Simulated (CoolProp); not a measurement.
C3F8 (R218) at 293.15 K and 0.29 MPa is compressed adiabatically to 1.4 MPa with isentropic efficiency 0.6. Each further row changes one setting.

Values from CoolProp's reference Helmholtz-energy equation of state, Lemmon 2006. It is a short technical equation, of lower accuracy than the large ones.

| case | work (kJ/kg) | final temperature (K) | final density (kg/m³) |
|---|---|---|---|
| as stated | ___ | 341.8 | 119 |
| efficiency 1 | 18.4 | ___ | ___ |
| efficiency 0.65 | 28.4 | ___ | 121 |

Q: Some entries are withheld; supply them.

A: 
- as stated, work (kJ/kg): 30.7
- efficiency 1, final temperature (K): 329.6
- efficiency 1, final density (kg/m³): 131
- efficiency 0.65, final temperature (K): 339.4
